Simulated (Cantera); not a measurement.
Input (Python, Cantera) and output of one run.

```python
import numpy as np
import cantera as ct

gas_names = """
    H H2 Si SiH SiH2 SiH3 SiH4 Si2 Si3
""".split()
cond_names = """
    Si(cr) Si(L)
""".split()


def load(file, names, dense=False):
    # The tables refer to 1 bar. Condensed volumes are neglected.
    table = {s.name: s for s in ct.Species.list_from_file(file)}
    out = []
    for n in names:
        d = dict(table[n].input_data)
        d["thermo"] = dict(d["thermo"], **{"reference-pressure": 1e5})
        if dense:
            d["equation-of-state"] = {"model": "constant-volume", "density": "1e6 g/cm^3"}
        out.append(ct.Species.from_dict(d))
    return out


gas = ct.Solution(thermo="ideal-gas", species=load("nasa_gas.yaml", gas_names))
cond = {s.name: ct.Solution(thermo="fixed-stoichiometry", species=[s], name=s.name)
        for s in load("nasa_condensed.yaml", cond_names, dense=True)}
atoms = {
    'SiH4': {'Si': 1, 'H': 4},
    'H2': {'H': 2},
}
top_T = {}  # K; cautious upper limits of use, not melting points


def equilibrate(T, P, feed):
    n = {}
    for name, mol in feed.items():
        for a, k in atoms[name].items():
            n[a] = n.get(a, 0.0) + k * mol
    gas.TPX = T, P, n
    mass = sum(n.values()) * gas.mean_molecular_weight
    gas.equilibrate("TP")
    valid = [c for c in cond.values() if c.min_temp <= T <= top_T.get(c.name, c.max_temp)]
    mix = ct.Mixture([(gas, mass / gas.mean_molecular_weight)] + [(c, 0.0) for c in valid])
    mix.T, mix.P = T, P
    mix.equilibrate("TP", solver="vcs", rtol=1e-11, max_steps=5000)
    return mix


results = []
feed = {'SiH4': 1, 'H2': 300}  # mol
T = 1850  # K
for P in [100, 240, 560, 1300, 3200, 7500, 18000, 42000, 100000]:
    mix = equilibrate(T, P, feed)
    results.append((T, P, feed, dict(zip(mix.species_names, mix.species_moles))))

top = {s: max(r[3][s] / sum(r[3][g] for g in gas_names) for r in results) for s in gas_names}
cols = sorted((s for s in top if top[s] > 0.0001), key=lambda s: -top[s])[:6]
seen = [c for c in cond_names if any(r[3].get(c, 0) > 1e-12 for r in results)]
print("log10 of partial pressures in bar; condensed amounts in mol")
print(f"{'P/Pa':>10s}" + "".join(f"{s[:9]:>10s}" for s in cols + seen))
for T, P, feed, n in results:
    ng = sum(n[g] for g in gas_names)
    print(f"{P:10.4g}" + "".join(f"{np.log10(max(n[s] / ng * P / 1e5, 1e-99)):10.3f}" for s in cols)
          + "".join(f"{n.get(c, 0):10.4g}" for c in seen))
```

It prints:

```
log10 of partial pressures in bar; condensed amounts in mol
      P/Pa        H2         H        Si       SiH     Si(L)
       100    -3.009    -4.773    -5.504    -7.012         0
       240    -2.626    -4.582    -5.191    -6.507    0.1143
       560    -2.256    -4.396    -5.191    -6.322    0.6055
      1300    -1.888    -4.213    -5.191    -6.138    0.8173
      3200    -1.496    -4.017    -5.191    -5.942    0.9144
      7500    -1.126    -3.832    -5.191    -5.757    0.9537
   1.8e+04    -0.745    -3.641    -5.191    -5.567    0.9716
   4.2e+04    -0.377    -3.457    -5.191    -5.383    0.9794
     1e+05    -0.000    -3.269    -5.191    -5.194     0.983
```

These are equilibrium values from Cantera (NASA tables, ideal gas, pure condensed phases), not measurements of a reactor. Gases not in the tables: Si2H6 and higher silanes.
